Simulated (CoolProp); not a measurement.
The numbers come from the reference Helmholtz-energy equation of state, Thol 2016 in CoolProp.

For hexamethyldisiloxane (MM), give the phase and the density (kg/m³), cv (kJ/(kg K)), Joule-Thomson coefficient (K/MPa), expansivity (1/kK) at 572.8 K and 44.6 bar.


- 572.8 K and 44.6 bar: supercritical; density 346, cv 2.21, Joule-Thomson coefficient 4.17, expansivity 9.14
